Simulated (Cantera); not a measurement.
An adiabatic, constant-volume homogeneous reactor starts with CH4 : H2 : O2 : N2 = 1 : 0.46 : 1.31 : 12.2 (molar parts), equivalence ratio 1.7, at 1723 K and 1.00 bar.

Computed with Cantera and GRI-Mech 3.0 (53 species, 325 reactions).

x: mole fraction; the columns are a selection and need not sum to one.

```tsv
t (s)	T (K)	P (bar)	x CH4	x H2	x O2	x NO	x C2H6	x H2O2	x H2O
6.00e-6	1723	1.000	0.0668	0.0307	0.0875	<1e-12	4.38e-9	?	5.52e-6
1.63e-5	1723	1.000	0.0667	0.0307	0.0875	1.41e-12	1.43e-7	?	3.22e-5
4.45e-5	1723	1.000	0.0663	0.0307	0.0873	1.44e-11	8.18e-6	?	0.000304
0.000121	1762	1.02	0.0566	0.0324	0.0814	2.80e-9	0.000704	?	0.00813
0.000330	2558	1.57	<1e-12	0.0618	0.000251	0.000240	<1e-12	?	0.0864
0.000899	2596	1.59	<1e-12	0.0627	0.000127	0.000324	<1e-12	?	0.0881
0.00245	2600	1.59	<1e-12	0.0629	0.000112	0.000449	<1e-12	1.02e-8	0.0882
0.00667	2599	1.59	<1e-12	0.0630	0.000111	0.000586	<1e-12	1.01e-8	0.0881
0.0182	2599	1.59	<1e-12	0.0631	0.000110	0.000619	<1e-12	1.01e-8	0.0881
0.0495	2599	1.59	<1e-12	0.0631	0.000110	0.000620	<1e-12	1.01e-8	0.0881
0.135	2599	1.59	<1e-12	0.0631	0.000110	0.000620	<1e-12	1.01e-8	0.0881
0.367	2599	1.59	<1e-12	0.0631	0.000110	0.000620	<1e-12	1.01e-8	0.0881
1.00	2599	1.59	<1e-12	0.0631	0.000110	0.000620	<1e-12	1.01e-8	0.0881
```

Task: Complete the blanks.

Result: 
- 6.00e-6, x H2O2: 3.86e-8
- 1.63e-5, x H2O2: 1.01e-7
- 4.45e-5, x H2O2: 1.63e-7
- 0.000121, x H2O2: 1.44e-6
- 0.000330, x H2O2: 1.69e-8
- 0.000899, x H2O2: 1.11e-8
